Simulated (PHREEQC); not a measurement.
Solution (20 °C): 0.0022 mol Ni(NO3)2 and 0.02 mol HCl per kg of water. Closed to the air; pH follows from the charge balance.

All values are PHREEQC results (ion-association model, wateq4f.dat), not measurements.

```json
[
 {"quantity": "pH", "before": "1.75", "after": "5.75"},
 {"quantity": "ionic strength (mol/kgw)", "before": "0.0265", "after": "0.0428"},
 {"quantity": "NiCl+ (mol/kgw)", "before": "5.76e-5", "after": "7.01e-5"},
 {"quantity": "NiCl2 (mol/kgw)", "before": "3.03e-6", "after": "4.78e-6"}
]
```

What was changed between the two runs?
A. HCl from 0.02 to 0.002 mol/kgw
B. 0.0017 mol/kgw KCl added
C. Ni(NO3)2 from 0.0022 to 0.00022 mol/kgw
D. temperature from 20 to 40 °C
E. HCl replaced by CdCl2 at the same molality

E, HCl replaced by CdCl2 at the same molality

No solid was allowed to form.
